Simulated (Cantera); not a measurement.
An isothermal, constant-pressure homogeneous reactor starts with CH4 : CO2 : H2 = 1 : 0.68 : 0.06 (molar parts), at 1500 K and 18000 Torr. Integrator tolerance rtol = 1e-08.

Computed with Cantera and GRI-Mech 3.0 (53 species, 325 reactions). The pressure lies above the range GRI-Mech 3.0 was tuned for (to about 10 atm).

What does this change do: CO2 0.68 to 6.8 parts?


```
quantity                                            before                                   after
-----------------  ---------------------------------------  --------------------------------------
x(CH4) at 2.00 s       0.249 (gas-phase equilibrium 0.102)  0.0125 (gas-phase equilibrium 7.58e-7)
x(CO2) at 2.00 s   0.0865 (gas-phase equilibrium 0.000376)     0.494 (gas-phase equilibrium 0.430)
x(H2) at 2.00 s        0.180 (gas-phase equilibrium 0.457)   0.0353 (gas-phase equilibrium 0.0511)
x(H2O2) at 2.00 s    <1e-12 (gas-phase equilibrium <1e-12)   <1e-12 (gas-phase equilibrium <1e-12)
x(HO2) at 2.00 s     <1e-12 (gas-phase equilibrium <1e-12)   <1e-12 (gas-phase equilibrium <1e-12)
x(H2O) at 2.00 s     0.138 (gas-phase equilibrium 0.00102)     0.148 (gas-phase equilibrium 0.158)
x(C2H6) at 2.00 s  0.00117 (gas-phase equilibrium 7.78e-5)  1.32e-5 (gas-phase equilibrium <1e-12)
```
